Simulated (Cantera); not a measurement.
An adiabatic, constant-pressure homogeneous reactor starts with 18.1 % CH₄, 17.2 % O₂, 64.7 % N₂, equivalence ratio 2.1, at 1775 K and 57000 Pa.

Model: GRI-Mech 3.0 (53 species, 325 reactions), integrated in Cantera.

One state of this run: T (K) = 2618; x CH₄ = 3.76e-12; x O₂ = 8.79e-5; x HO₂ = 5.26e-8; x C₂H₄ = <1e-12; x H₂ = 0.170; x C₂H = <1e-12. x: mole fraction; the columns are a selection and need not sum to one.

Which value of t (s) does it belong to?
A) 2.00e-6
B) 0.000445
C) 0.00664
D) 0.000181

C, 0.00664
